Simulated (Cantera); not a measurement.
A perfectly stirred reactor is fed with CH4 : N2 = 1 : 52 (molar parts), at 0.326 atm; it is held at 1473 K, and followed from long to short residence time.

Computed with Cantera and GRI-Mech 3.0 (53 species, 325 reactions). GRI-Mech 3.0 stops at C3 and has no aromatics, soot or wall deposition, so with more carbon than oxygen in the feed, carbon stays in small species such as C2H2 where larger ones or solid carbon would form.

Problem. What does this change do: CH4 1 to 9.6 parts?

Solution. 
```csv
quantity,before,after
x(CH4) at τ = 0.320 s,0.0168,0.138
x(CH3) at τ = 0.320 s,4.85e-5,0.000122
x(C2H2) at τ = 0.320 s,0.000718,0.00602
x(H) at τ = 0.320 s,4.56e-7,9.84e-7
x(CH2) at τ = 0.320 s,5.16e-9,4.14e-9
x(CH4) at τ = 8.00 ms,0.0188,0.156
x(CH3) at τ = 8.00 ms,1.32e-5,6.95e-5
x(C2H2) at τ = 8.00 ms,5.03e-8,2.43e-6
x(H) at τ = 8.00 ms,1.30e-8,2.68e-8
x(CH2) at τ = 8.00 ms,3.69e-10,1.21e-9
```

Problem. What does this change do: temperature 1473 to 1125 K?

Solution. 
| quantity | before | after |
|---|---|---|
| x(CH4) at τ = 0.320 s | 0.0168 | 0.0189 |
| x(CH3) at τ = 0.320 s | 4.85e-5 | 2.73e-8 |
| x(C2H2) at τ = 0.320 s | 0.000718 | <1e-12 |
| x(H) at τ = 0.320 s | 4.56e-7 | 1.82e-12 |
| x(CH2) at τ = 0.320 s | 5.16e-9 | <1e-12 |
| x(CH4) at τ = 8.00 ms | 0.0188 | 0.0189 |
| x(CH3) at τ = 8.00 ms | 1.32e-5 | 8.67e-10 |
| x(C2H2) at τ = 8.00 ms | 5.03e-8 | <1e-12 |
| x(H) at τ = 8.00 ms | 1.30e-8 | 1.79e-12 |
| x(CH2) at τ = 8.00 ms | 3.69e-10 | <1e-12 |
